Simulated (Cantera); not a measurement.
A closed system holds: 1 mol SiHCl3, 250 mol H2, at 1 atm.

Equilibrium computed with Cantera from the NASA thermochemical tables; the gas is ideal and each condensed phase is pure. Candidate condensed phases: Si; 19 gas species. The tables' values for SiCl3 are old estimates; treat these amounts as uncertain. The numbers say what is thermodynamically allowed, not how fast it happens.

Task: At 1225 K, list the 4 most abundant gas species with their mole fractions, and the condensed phases.

Result: H2 0.989, HCl 0.00981, SiHCl3 0.000285, SiCl2 0.000237. Condensed: Si(s).
